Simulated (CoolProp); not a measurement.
Properties of methane along the isotherm 472.9 K.

Computed with CoolProp (reference Helmholtz-energy equation of state, Setzmann 1991).

```csv
p (MPa),phase,expansivity (1/kK),fugacity coefficient
0.0218,gas,2.115,1.0000
0.032,gas,2.116,1.0000
0.047,gas,2.116,0.9999
0.069,gas,2.117,0.9999
0.101,gas,2.118,0.9999
0.149,gas,2.120,0.9998
0.218,gas,2.122,0.9998
0.32,gas,2.126,0.9997
0.47,gas,2.131,0.9995
0.69,gas,2.138,0.9993
1.01,gas,2.149,0.9990
1.49,gas,2.165,0.9985
2.18,gas,2.188,0.9979
3.2,gas,2.220,0.9971
4.7,supercritical,2.266,0.9961
6.9,supercritical,2.327,0.9952
```
